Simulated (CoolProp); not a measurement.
Properties of ethanol along the isotherm 306.8 K.

Computed with CoolProp (reference Helmholtz-energy equation of state, Schroeder 2014).

```tsv
p (bar)	phase	cp (kJ/(kg K))	cv (kJ/(kg K))	speed of sound (m/s)	conductivity (mW/(m K))
26.1	liquid	2.500	2.103	1130	163
52.2	liquid	2.496	2.101	1148	164
78.3	liquid	2.493	2.099	1165	166
104	liquid	2.489	2.098	1180	167
131	liquid	2.485	2.097	1197	168
157	liquid	2.482	2.095	1212	170
183	liquid	2.479	2.094	1226	171
209	liquid	2.476	2.094	1240	172
235	liquid	2.474	2.093	1254	173
261	liquid	2.471	2.092	1267	175
287	liquid	2.468	2.091	1280	176
313	liquid	2.466	2.091	1293	177
```

Thermal conductivity comes from a separate model (Assael 2013).
